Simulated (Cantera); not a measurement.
Feed: 1 mol B2O3, 9.7 mol HF, 0.24 mol H2, at 0.000130 bar.

Method: chemical equilibrium by Gibbs-energy minimisation in Cantera with the NASA 1993 tables (ideal gas, pure condensed phases). Candidate condensed phases: B, B2O3, B3O3H3, H2O; 43 gas species. The numbers say what is thermodynamically allowed, not how fast it happens. All values below are at 1023 K.

Base state: HF 0.545, H2O 0.250, BF3 0.146, H2 0.0259, BOF 0.0165, B3O3F3 0.0159, HBO2 0.00184, (HBO2)3 3.54e-5 (mole fractions); condensed: B2O3(l).

Task: What changes in the equilibrium state with this change: HF from 9.7 to 40 mol?

Result: 
| species | before | after |
|---|---|---|
| HF | 0.545 | 0.867 |
| H2O | 0.250 | 0.0757 |
| BF3 | 0.146 | 0.0502 |
| B3O3F3 | 0.0159 | 1.11e-6 |
| BOF | 0.0165 | 0.000679 |
| H2 | 0.0259 | 0.00611 |
| (HBO2)3 | 3.54e-5 | <1e-9 |
| HBO2 | 0.00184 | 1.44e-5 |
| B2O3(l), mol | 0.0177 | 0 |
